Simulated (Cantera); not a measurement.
Feed: 1 mol CH3SiCl3, 0.74 mol C2H2, 28 mol H2, equilibrated at 1073.15 K and 173 Torr.

Equilibrium computed with Cantera from the NASA thermochemical tables; the gas is ideal and each condensed phase is pure. Candidate condensed phases: C, C6H6, C7H8, C8H18, Si, SiC; 109 gas species. The feed counts by its element totals alone. The tables' values for SiCl3 are old estimates; treat these amounts as uncertain. Equilibrium is a limit: real reactors are often held back by kinetics, nucleation or transport.

Base state: H2 0.908, HCl 0.0794, CH4 0.00869, SiCl4 0.00366, SiHCl3 0.000513, SiCl3 4.68e-5 (mole fractions); condensed: C(graphite) + SiC(s).

What changes in the equilibrium state with this change: temperature from 1073.15 K to 1150 K?


| species | before | after |
|---|---|---|
| H2 | 0.908 | 0.905 |
| HCl | 0.0794 | 0.0892 |
| CH4 | 0.00869 | 0.00441 |
| SiCl4 | 0.00366 | 0.00124 |
| SiCl2 | 9.59e-6 | 2.37e-5 |
| SiHCl3 | 0.000513 | 0.000255 |
| SiCl3 | 4.68e-5 | 5.17e-5 |
| C(graphite), mol | 1.34 | 1.39 |
| SiC(s), mol | 0.867 | 0.950 |
